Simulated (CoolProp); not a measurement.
Vapour-liquid equilibrium of n-pentane (1) + acetone (2) at 309.3 K; x and y are mole fractions of (1).

Computed with CoolProp (multi-fluid Helmholtz-energy mixture model, Thol 2019 and Lemmon 2006; pair parameters Bell 2016).

```tsv
x	bubble pressure, mixture model (MPa)	bubble pressure, Raoult's law (MPa)	y, mixture model	y, Raoult's law
0.05	0.06684	0.05134	0.298	0.099
0.15	0.08978	0.05664	0.513	0.269
0.25	0.1018	0.06193	0.594	0.410
0.35	0.1079	0.06723	0.636	0.529
0.45	0.1112	0.07252	0.662	0.631
0.55	0.1132	0.07781	0.683	0.718
0.65	0.1144	0.08311	0.706	0.795
0.75	0.1148	0.08840	0.739	0.862
0.85	0.1133	0.09370	0.795	0.922
0.95	0.1076	0.09899	0.904	0.975
```

The largest gap from Raoult's law is +64.4 % in bubble pressure, at x = 0.25. y crosses x between x = 0.65 and 0.75: the model has an azeotrope there.

The pair parameters rest on a limited set of measurements; away from them the model extrapolates. With so large a gap from Raoult's law the liquid may split in two, which this calculation doesn't test in full.
